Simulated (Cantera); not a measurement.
Standard-state values (1 bar) from the NASA 1993 polynomials, evaluated with Cantera. Values are per mole of reaction as written; species without (g) are pure solids or liquids, kept so even where they would boil at 1 bar.

### Question
Between 2700 and 2950 K, where is each reaction favourable under standard conditions?
- 5 C + 2 Fe + 5 CO2(g) ⇌ 2 Fe(CO)5(g)

### Answer
- 5 C + 2 Fe + 5 CO2(g) ⇌ 2 Fe(CO)5(g): ΔG° is 1175 kJ at 2700 K and 1240 kJ at 2950 K; it stays positive (K < 1). ΔH° is 475 kJ and ΔS° -259 J/K at 2950 K.
